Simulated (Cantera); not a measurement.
Equilibrium for chlorosilane synthesis and conversion: Si + Cl2 + H2

Charge: 1 mol Si, a varied amount of Cl2, 3 mol H2, equilibrated at 1050 °C and 380000 Pa.

Cantera equilibrium calculation (NASA polynomials, part measured and part estimated; ideal gas, pure solids and liquids). Candidate condensed phases: Si; 19 gas species. The tables' values for SiCl3 are old estimates; treat these amounts as uncertain. The numbers say what is thermodynamically allowed, not how fast it happens.

From 0.5 mol Cl2 to 1.6 mol Cl2 the condensed part is Si(s). From 2 mol Cl2 to 3 mol Cl2 nothing is condensed. The main Si-bearing gas is SiCl4 throughout.

```csv
n(Cl2) (mol),x H2,x HCl,x SiCl4,x SiHCl3,x SiCl3,x SiCl2,n Si(s)
0.5,0.873,0.0476,0.0318,0.0296,0.00643,0.00709,0.741
0.61,0.854,0.0500,0.0407,0.0352,0.00772,0.00802,0.680
0.74,0.832,0.0523,0.0512,0.0413,0.00917,0.00899,0.608
0.91,0.806,0.0546,0.0649,0.0485,0.0110,0.0101,0.514
1.1,0.778,0.0566,0.0799,0.0558,0.0128,0.0112,0.409
1.4,0.738,0.0587,0.103,0.0658,0.0155,0.0128,0.244
1.6,0.713,0.0597,0.118,0.0716,0.0172,0.0137,0.134
2,0.660,0.0935,0.163,0.0585,0.0146,0.00713,0
2.5,0.528,0.250,0.194,0.0207,0.00578,0.000943,0
3,0.389,0.412,0.187,0.00897,0.00292,0.000248,0
```
x: gas mole fraction; n: condensed amount in mol.
